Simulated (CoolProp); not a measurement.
The numbers come from the reference Helmholtz-energy equation of state, Lemmon 2006 in CoolProp. It is a short technical equation, of lower accuracy than the large ones.

Q: Give the vapour pressure (MPa), vapour density (kg/m³), liquid cp (kJ/(kg K)), liquid conductivity (mW/(m K)) of saturated R142b at 10.15, 25.75 °C.

A: 
```
T (°C)  p (MPa)  vapour density (kg/m³)  liquid cp (kJ/(kg K))  liquid conductivity (mW/(m K))
------  -------  ----------------------  ---------------------  ------------------------------
10.15     0.208                    9.53                   1.28                            86.9
25.75     0.346                    15.4                   1.32                            81.3
```

Thermal conductivity comes from a separate model (Huber 2003), an estimate that may be off by 10 % or more.
